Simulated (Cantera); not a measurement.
A Cantera script and what it prints.

```python
import numpy as np
import cantera as ct

gas_names = """
    C CH CH2 CH3 CH2OH CH3O CH4 CH3OH CO COS CO2 COOH CS CS2 C2 C2H CHCO,ketyl C2H2,acetylene
    C2H2,vinylidene CH2CO,ketene C2H3,vinyl CH3CO,acetyl C2H4 C2H4O,ethylen CH3CHO,ethanal CH3COOH
    (HCOOH)2 C2H5 C2H6 CH3OCH3 C2H5OH C2O C3 C3H3,propargyl C3H4,allene C3H4,propyne C3H4,cyclo-
    C3H5,allyl C3H6,propylene C3H6,cyclo- C3H6O C3H7,n-propyl C3H7,i-propyl C3H8 C3H8O,1propanol
    C3H8O,2propanol C3O2 C4 C4H2 C4H4,1,3-cyclo- C4H6,butadiene C4H6,2-butyne C4H6,cyclo- C4H8,1-butene
    C4H8,cis2-buten C4H8,tr2-butene C4H8,isobutene C4H8,cyclo- (CH3COOH)2 C4H9,n-butyl C4H9,i-butyl
    C4H9,s-butyl C4H9,t-butyl C4H10,isobutane C4H10,n-butane C5 C5H6,1,3cyclo- C5H8,cyclo-
    C5H10,1-pentene C5H10,cyclo- C5H11,pentyl C5H11,t-pentyl C5H12,n-pentane C5H12,i-pentane
    CH3C(CH3)2CH3 C6H2 C6H5,phenyl C6H5O,phenoxy C6H6 C6H5OH,phenol C6H10,cyclo- C6H12,1-hexene
    C6H12,cyclo- C6H13,n-hexyl C7H7,benzyl C7H8 C7H8O,cresol C7H14,1-heptene C7H15,n-heptyl
    C7H16,n-heptane C8H8,styrene C8H10,ethylbenz C8H16,1-octene C8H17,n-octyl C8H18,isooctane
    C8H18,n-octane C9H19,n-nonyl C10H8,naphthale C10H21,n-decyl C12H9,o-bipheny C12H10,bipheny H HCO HO2
    H2 HCHO,formaldehy HCOOH H2O H2O2 H2S H2SO4 Mg MgH MgO MgOH MgO2H2 MgS Mg2 O OH O2 O3 S SH SO SO2
    SO3 S2 S2O S8
""".split()
cond_names = """
    C(gr) C6H6(L) C7H8(L) C8H18(L),n-octa H2O(s) H2O(L) H2SO4(L) Mg(cr) Mg(L) MgCO3(s) MgO(s) MgO(L)
    MgO2H2(s) MgS(s) MgSO4(s) MgSO4(L) S(cr1) S(cr2) S(L)
""".split()


def load(file, names, dense=False):
    # The tables refer to 1 bar. Condensed volumes are neglected.
    table = {s.name: s for s in ct.Species.list_from_file(file)}
    out = []
    for n in names:
        d = dict(table[n].input_data)
        d["thermo"] = dict(d["thermo"], **{"reference-pressure": 1e5})
        if dense:
            d["equation-of-state"] = {"model": "constant-volume", "density": "1e6 g/cm^3"}
        out.append(ct.Species.from_dict(d))
    return out


gas = ct.Solution(thermo="ideal-gas", species=load("nasa_gas.yaml", gas_names))
cond = {s.name: ct.Solution(thermo="fixed-stoichiometry", species=[s], name=s.name)
        for s in load("nasa_condensed.yaml", cond_names, dense=True)}
atoms = {
    'MgSO4': {'Mg': 1, 'S': 1, 'O': 4},
    'CO2': {'C': 1, 'O': 2},
    'H2O': {'H': 2, 'O': 1},
}
top_T = {'C(gr)': 4500, 'MgS(s)': 2250}  # K; cautious upper limits of use, not melting points


def equilibrate(T, P, feed):
    n = {}
    for name, mol in feed.items():
        for a, k in atoms[name].items():
            n[a] = n.get(a, 0.0) + k * mol
    gas.TPX = T, P, n
    mass = sum(n.values()) * gas.mean_molecular_weight
    gas.equilibrate("TP")
    valid = [c for c in cond.values() if c.min_temp <= T <= top_T.get(c.name, c.max_temp)]
    mix = ct.Mixture([(gas, mass / gas.mean_molecular_weight)] + [(c, 0.0) for c in valid])
    mix.T, mix.P = T, P
    mix.equilibrate("TP", solver="vcs", rtol=1e-11, max_steps=5000)
    return mix


results = []
T = 2175  # K
P = 5800  # Pa
for m in [0.1, 0.14, 0.19, 0.26, 0.36, 0.49, 0.66, 0.9, 1.2, 1.7, 2.3]:
    feed = {'MgSO4': 1, 'CO2': 0.042, 'H2O': m}  # mol
    mix = equilibrate(T, P, feed)
    results.append((T, P, feed, dict(zip(mix.species_names, mix.species_moles))))

top = {s: max(r[3][s] / sum(r[3][g] for g in gas_names) for r in results) for s in gas_names}
cols = sorted((s for s in top if top[s] > 0.001), key=lambda s: -top[s])[:8]
seen = [c for c in cond_names if any(r[3].get(c, 0) > 1e-12 for r in results)]
print("log10 of partial pressures in bar; condensed amounts in mol")
print(f"{'n(H2O)':>10s}" + "".join(f"{s[:9]:>10s}" for s in cols + seen))
for T, P, feed, n in results:
    ng = sum(n[g] for g in gas_names)
    print(f"{feed['H2O']:10.4g}" + "".join(f"{np.log10(max(n[s] / ng * P / 1e5, 1e-99)):10.3f}" for s in cols)
          + "".join(f"{n.get(c, 0):10.4g}" for c in seen))
```

Result:

```
log10 of partial pressures in bar; condensed amounts in mol
    n(H2O)       SO2       H2O        O2       CO2        OH        H2         O        SO    MgO(s)
       0.1    -1.457    -2.488    -1.759    -2.848    -3.361    -4.619    -3.517    -3.772    0.9999
      0.14    -1.468    -2.348    -1.770    -2.859    -3.294    -4.474    -3.523    -3.778    0.9999
      0.19    -1.481    -2.225    -1.784    -2.872    -3.236    -4.344    -3.530    -3.784    0.9999
      0.26    -1.498    -2.103    -1.802    -2.890    -3.179    -4.214    -3.538    -3.792    0.9999
      0.36    -1.522    -1.983    -1.826    -2.914    -3.125    -4.082    -3.551    -3.804    0.9999
      0.49    -1.551    -1.876    -1.855    -2.943    -3.079    -3.960    -3.565    -3.818    0.9998
      0.66    -1.586    -1.780    -1.891    -2.979    -3.040    -3.846    -3.583    -3.836    0.9998
       0.9    -1.632    -1.690    -1.936    -3.026    -3.006    -3.733    -3.606    -3.858    0.9998
       1.2    -1.682    -1.614    -1.987    -3.077    -2.981    -3.632    -3.631    -3.884    0.9997
       1.7    -1.756    -1.535    -2.060    -3.152    -2.960    -3.517    -3.668    -3.921    0.9996
       2.3    -1.830    -1.478    -2.133    -3.228    -2.950    -3.422    -3.704    -3.958    0.9994
```

Method: chemical equilibrium by Gibbs-energy minimisation in Cantera with the NASA 1993 tables (ideal gas, pure condensed phases).
